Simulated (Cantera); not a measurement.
# Silicon epitaxy and polysilicon growth: SiCl4 + HCl + N2

A closed system holds: 1 mol SiCl4, 2 mol HCl, 68 mol N2, equilibrated at 5.60 mbar.

Cantera equilibrium calculation (NASA polynomials, part measured and part estimated; ideal gas, pure solids and liquids). Candidate condensed phases: NH4Cl, Si, Si3N4; 28 gas species. The tables' values for SiCl3 are old estimates; treat these amounts as uncertain. Kinetics and transport are ignored.

From 825 K to 1650 K nothing is condensed. The main Si-bearing gas is SiCl4 throughout.

```tsv
T (K)	x N2	x HCl	x SiCl4	x Cl	x SiCl2
825	0.958	0.0282	0.0141	2.16e-8	<1e-12
900	0.958	0.0282	0.0141	1.48e-7	1.78e-12
975	0.958	0.0282	0.0141	7.51e-7	1.34e-10
1050	0.958	0.0282	0.0141	3.23e-6	4.73e-9
1125	0.958	0.0282	0.0141	1.25e-5	8.65e-8
1200	0.958	0.0282	0.0140	4.42e-5	9.47e-7
1275	0.958	0.0282	0.0140	0.000141	7.07e-6
1350	0.957	0.0282	0.0137	0.000407	3.90e-5
1425	0.957	0.0281	0.0132	0.00108	0.000167
1500	0.955	0.0281	0.0120	0.00261	0.000574
1575	0.952	0.0280	0.00989	0.00571	0.00163
1650	0.947	0.0278	0.00671	0.0110	0.00380
```
x: gas mole fraction; nothing condenses.
